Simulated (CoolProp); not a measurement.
n-undecane along the isobar 101 kPa: density (kg/m³) from the reference equation and from simpler models built on Tc = 638.8 K, pc = 1990 kPa, ω = 0.539; each cubic takes its own stable root.

Computed with CoolProp (reference Helmholtz-energy equation of state, Aleksandrov 2011). It is a short technical equation, of lower accuracy than the large ones.

```csv
T (K),phase,reference
471.2,gas,4.320
479.4,gas,4.224
487.5,gas,4.134
495.7,gas,4.049
503.9,gas,3.967
512,gas,3.891
520.2,gas,3.818
528.4,gas,3.748
536.5,gas,3.682
544.7,gas,3.618
552.9,gas,3.557
```

### Question
How far does each simpler model (ideal gas, van der Waals, Redlich-Kwong, Soave-Redlich-Kwong, Peng-Robinson) lie from the reference over these 11 states: mean and median of the absolute difference, and the worst?

### Answer
- ideal gas: mean 4.8 %, median 4.7 %, worst -6.7 % at 471.2 K and 101 kPa
- van der Waals: mean 2.3 %, median 2.1 %, worst -3.7 % at 471.2 K and 101 kPa
- Redlich-Kwong: mean 1.6 %, median 1.4 %, worst -2.6 % at 471.2 K and 101 kPa
- Soave-Redlich-Kwong: mean 0.9 %, median 0.8 %, worst -1.6 % at 471.2 K and 101 kPa
- Peng-Robinson: mean 0.7 %, median 0.6 %, worst -1.4 % at 471.2 K and 101 kPa
